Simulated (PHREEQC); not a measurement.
Solution (25 °C): 0.0075 mol H2SO4 and 0.014 mol CuSO4 per kg of water. Closed to the air; pH follows from the charge balance.

Equilibrium calculation in PHREEQC: ion-association model, wateq4f.dat.

Each row changes one thing in this solution. No solid was allowed to form.

```csv
case,pH,ionic strength (mol/kgw),SO4-2 (mol/kgw),Cu+2 (mol/kgw),HSO4- (mol/kgw),CuSO4 (mol/kgw),SI of Chalcanthite (CuSO4:5H2O),SI of Tenorite (CuO)
as made,2.08,0.0488,0.0115,0.00920,0.00525,0.00480,-1.99,-5.81
diluted 100-fold with water,3.85,0.000762,0.000208,0.000135,2.63e-6,4.49e-6,-5.02,-3.85
0.022 mol/kgw TMAH added,6.46,0.0626,0.0184,0.00424,3.34e-7,0.00309,-2.18,+2.58
H2SO4 from 0.0075 to 0.00825 mol/kgw,2.04,0.0499,0.0116,0.00919,0.00581,0.00481,-1.98,-5.89
H2SO4 from 0.0075 to 0.0375 mol/kgw,1.43,0.0891,0.0167,0.00912,0.0299,0.00487,-1.98,-7.19
0.0052 mol/kgw Na2CO3 added,2.62,0.0530,0.0141,0.00868,0.00181,0.00531,-1.94,-4.76
diluted 5-fold with water,2.65,0.0123,0.00319,0.00220,0.000505,0.000600,-2.89,-5.17
```

Species that the database lacks are ignored. Some of these states are supersaturated (in Brochantite, Antlerite, for instance).
